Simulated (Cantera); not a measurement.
A Cantera script and its output.

```python
import numpy as np
import cantera as ct

gas = ct.Solution("gri30.yaml")
gas.TPX = 1373, 31000, {'CH4': 1, 'CO2': 0.058}
reactor = ct.IdealGasConstPressureReactor(gas, energy="off", clone=False)
net = ct.ReactorNet([reactor])
net.rtol, net.atol = 1e-08, 1e-18
show = ['CH4', 'CO2', 'H', 'H2', 'C2H4']
times = np.geomspace(0.0007, 4, 14)

steps = ct.SolutionArray(gas, extra=["t"])
rows = []
print(f"{'t/s':>10s}{'T/K':>9s}{'P/Pa':>11s}" + "".join(f"{s:>11s}" for s in show))
for t in times:
    while net.time < t:
        t_next = net.step()
        steps.append(gas.state, t=t_next)
    rows.append([np.interp(t, steps.t, y) for y in (steps.T, steps.P, *steps(*show).X.T)])
    print(f"{t:10.3e}{rows[-1][0]:9.1f}{rows[-1][1]:11.4g}" + "".join(f"{x:11.3e}" for x in rows[-1][2:]))
rate = np.gradient(steps.T, steps.t)
print("integrator steps:", len(steps.t))
if steps.T.max() > steps.T[0] + 200:
    print(f"time of steepest temperature rise: {steps.t[rate.argmax()]:.4e} s")
gas.TPX = 1373, 31000, {'CH4': 1, 'CO2': 0.058}
gas.equilibrate("TP")
print(f"equilibrium (TP): T = {gas.T:.1f} K  " + "  ".join(f"{s} {gas[s].X[0]:.3e}" for s in show))
```

Output:

```
       t/s      T/K       P/Pa        CH4        CO2          H         H2       C2H4
 7.000e-04   1373.0    3.1e+04  9.452e-01  5.482e-02  3.538e-09  9.319e-06  5.510e-08
 1.362e-03   1373.0    3.1e+04  9.451e-01  5.482e-02  3.791e-09  1.862e-05  3.495e-07
 2.649e-03   1373.0    3.1e+04  9.451e-01  5.482e-02  4.184e-09  3.826e-05  1.691e-06
 5.153e-03   1373.0    3.1e+04  9.450e-01  5.482e-02  4.531e-09  7.922e-05  5.779e-06
 1.003e-02   1373.0    3.1e+04  9.448e-01  5.482e-02  5.057e-09  1.634e-04  1.644e-05
 1.950e-02   1373.0    3.1e+04  9.445e-01  5.482e-02  6.229e-09  3.422e-04  4.674e-05
 3.794e-02   1373.0    3.1e+04  9.438e-01  5.481e-02  9.024e-09  7.487e-04  1.425e-04
 7.380e-02   1373.0    3.1e+04  9.422e-01  5.479e-02  1.600e-08  1.753e-03  4.552e-04
 1.436e-01   1373.0    3.1e+04  9.383e-01  5.472e-02  3.315e-08  4.351e-03  1.356e-03
 2.793e-01   1373.0    3.1e+04  9.292e-01  5.451e-02  7.104e-08  1.072e-02  3.192e-03
 5.433e-01   1373.0    3.1e+04  9.104e-01  5.398e-02  1.456e-07  2.466e-02  5.355e-03
 1.057e+00   1373.0    3.1e+04  8.746e-01  5.279e-02  2.797e-07  5.184e-02  6.468e-03
 2.056e+00   1373.0    3.1e+04  8.141e-01  5.042e-02  4.908e-07  9.801e-02  6.413e-03
 4.000e+00   1373.0    3.1e+04  7.227e-01  4.593e-02  7.892e-07  1.665e-01  7.030e-03
integrator steps: 1085
equilibrium (TP): T = 1373.0 K  CH4 1.913e-01  CO2 8.040e-09  H 4.529e-06  H2 5.657e-01  C2H4 2.909e-02
```

Model: GRI-Mech 3.0 (53 species, 325 reactions), integrated in Cantera. GRI-Mech 3.0 stops at C3 and has no aromatics, soot or wall deposition, so with more carbon than oxygen in the feed, carbon stays in small species such as C2H2 where larger ones or solid carbon would form.
